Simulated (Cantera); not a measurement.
NO annealing gas

An isothermal, constant-pressure homogeneous reactor starts with 96.5 % NO, 3.47 % N₂, at 1648 K and 0.290 bar.

Detailed kinetics in Cantera: GRI-Mech 3.0 (53 species, 325 reactions).

| t (s) | x NO | x N₂O | x NO₂ | x O₂ | x O | x N₂ |
|---|---|---|---|---|---|---|
| 0.000200 | 0.965 | 2.81e-6 | 1.83e-6 | 8.67e-9 | 1.00e-6 | 0.0347 |
| 0.000649 | 0.965 | 9.05e-6 | 8.08e-6 | 5.78e-8 | 1.16e-6 | 0.0347 |
| 0.00211 | 0.965 | 2.85e-5 | 2.89e-5 | 4.82e-7 | 1.44e-6 | 0.0348 |
| 0.00684 | 0.965 | 8.41e-5 | 9.56e-5 | 6.13e-6 | 2.28e-6 | 0.0348 |
| 0.0222 | 0.965 | 0.000205 | 0.000243 | 9.05e-5 | 3.91e-6 | 0.0349 |
| 0.0721 | 0.963 | 0.000321 | 0.000330 | 0.000700 | 4.92e-6 | 0.0355 |
| 0.234 | 0.959 | 0.000333 | 0.000378 | 0.00297 | 5.51e-6 | 0.0378 |
| 0.759 | 0.944 | 0.000321 | 0.000489 | 0.0102 | 6.90e-6 | 0.0451 |
| 2.46 | 0.899 | 0.000288 | 0.000713 | 0.0326 | 9.96e-6 | 0.0676 |
| 8.00 | 0.777 | 0.000211 | 0.000995 | 0.0935 | 1.54e-5 | 0.129 |
x: mole fraction; the columns are a selection and need not sum to one.

Equilibrium at this temperature and pressure: NO 0.00291, N₂O 7.48e-8, NO₂ 8.41e-6, O₂ 0.481, O 3.28e-5, N₂ 0.516 (gas phase only).
